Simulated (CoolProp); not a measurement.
Vapour-liquid equilibrium of R125 (1) + cyclopropane (2) at 1.13 MPa; x and y are mole fractions of (1).

Computed with CoolProp (multi-fluid Helmholtz-energy mixture model, Lemmon 2005 and Polt 1992; pair parameters Bell 2016). This equation is an older, rougher fit; its heat capacities, sound speeds and derivatives of the liquid may be far off and weren't checked against measurements.

| x | bubble temperature, mixture model (K) | bubble temperature, Raoult's law (K) | y, mixture model | y, Raoult's law |
|---|---|---|---|---|
| 0.05 | 308.9 | 313.8 | 0.166 | 0.090 |
| 0.15 | 300.5 | 310.5 | 0.364 | 0.250 |
| 0.25 | 295.9 | 307.5 | 0.470 | 0.387 |
| 0.35 | 293.3 | 304.7 | 0.538 | 0.505 |
| 0.45 | 291.6 | 302.1 | 0.591 | 0.608 |
| 0.55 | 290.5 | 299.7 | 0.642 | 0.699 |
| 0.65 | 289.7 | 297.5 | 0.695 | 0.779 |
| 0.75 | 289.3 | 295.4 | 0.759 | 0.851 |
| 0.85 | 289.4 | 293.5 | 0.838 | 0.915 |
| 0.95 | 290.1 | 291.7 | 0.939 | 0.973 |

The largest gap from Raoult's law is -11.6 K in bubble temperature, at x = 0.25. y crosses x between x = 0.75 and 0.85: the model has an azeotrope there.

The pair parameters rest on a limited set of measurements; away from them the model extrapolates.
